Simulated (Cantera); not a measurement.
An adiabatic, constant-pressure homogeneous reactor starts with C₂H₄ : O₂ : N₂ : H₂O = 1 : 1.88 : 7.05 : 1.1 (molar parts), equivalence ratio 1.6, at 1498 K and 750 Torr. Integrator tolerance rtol = 1e-08.

Cantera simulation using GRI-Mech 3.0 (53 species, 325 reactions); the numbers are that mechanism's predictions, not measurements. GRI-Mech 3.0 was tuned for natural gas; its chemistry of ethylene as a main component is partial and can be far from experiment.

Task: What does this change do: pressure from 750 Torr to 300 Torr?

Result: 
```csv
quantity,before,after
time of steepest temperature rise,30.6 µs,71.3 µs
temperature at 9.00 s,2733 K,2673 K
equilibrium temperature,2733 K,2673 K
x(C₂H₄) at 9.00 s,<1e-12 (gas-phase equilibrium <1e-12),<1e-12 (gas-phase equilibrium <1e-12)
x(O₂) at 9.00 s,0.00175 (gas-phase equilibrium 0.00175),0.00249 (gas-phase equilibrium 0.00249)
x(H₂O) at 9.00 s,0.169 (gas-phase equilibrium 0.169),0.164 (gas-phase equilibrium 0.164)
x(HCO) at 9.00 s,2.06e-7 (gas-phase equilibrium 2.06e-7),1.12e-7 (gas-phase equilibrium 1.12e-7)
x(NO) at 9.00 s,0.00260 (gas-phase equilibrium 0.00260),0.00282 (gas-phase equilibrium 0.00282)
x(CH₂) at 9.00 s,<1e-12 (gas-phase equilibrium <1e-12),<1e-12 (gas-phase equilibrium <1e-12)
```

Task: What does this change do: initial temperature 1498 to 1600 K?

Result: 
| quantity | before | after |
|---|---|---|
| time of steepest temperature rise | 30.6 µs | 20.9 µs |
| temperature at 9.00 s | 2733 K | 2776 K |
| equilibrium temperature | 2733 K | 2776 K |
| x(C₂H₄) at 9.00 s | <1e-12 (gas-phase equilibrium <1e-12) | <1e-12 (gas-phase equilibrium <1e-12) |
| x(O₂) at 9.00 s | 0.00175 (gas-phase equilibrium 0.00175) | 0.00234 (gas-phase equilibrium 0.00234) |
| x(H₂O) at 9.00 s | 0.169 (gas-phase equilibrium 0.169) | 0.165 (gas-phase equilibrium 0.165) |
| x(HCO) at 9.00 s | 2.06e-7 (gas-phase equilibrium 2.06e-7) | 2.31e-7 (gas-phase equilibrium 2.31e-7) |
| x(NO) at 9.00 s | 0.00260 (gas-phase equilibrium 0.00260) | 0.00319 (gas-phase equilibrium 0.00319) |
| x(CH₂) at 9.00 s | <1e-12 (gas-phase equilibrium <1e-12) | <1e-12 (gas-phase equilibrium <1e-12) |

Task: What does this change do: constant volume in place of constant pressure?

Result: 
| quantity | before | after |
|---|---|---|
| time of steepest temperature rise | 30.6 µs | 27.4 µs |
| temperature at 9.00 s | 2733 K | 2933 K |
| equilibrium temperature | 2733 K | 2933 K |
| x(C₂H₄) at 9.00 s | <1e-12 (gas-phase equilibrium <1e-12) | <1e-12 (gas-phase equilibrium <1e-12) |
| x(O₂) at 9.00 s | 0.00175 (gas-phase equilibrium 0.00175) | 0.00310 (gas-phase equilibrium 0.00310) |
| x(H₂O) at 9.00 s | 0.169 (gas-phase equilibrium 0.169) | 0.159 (gas-phase equilibrium 0.159) |
| x(HCO) at 9.00 s | 2.06e-7 (gas-phase equilibrium 2.06e-7) | 5.01e-7 (gas-phase equilibrium 5.01e-7) |
| x(NO) at 9.00 s | 0.00260 (gas-phase equilibrium 0.00260) | 0.00452 (gas-phase equilibrium 0.00452) |
| x(CH₂) at 9.00 s | <1e-12 (gas-phase equilibrium <1e-12) | 3.00e-12 (gas-phase equilibrium 3.13e-12) |
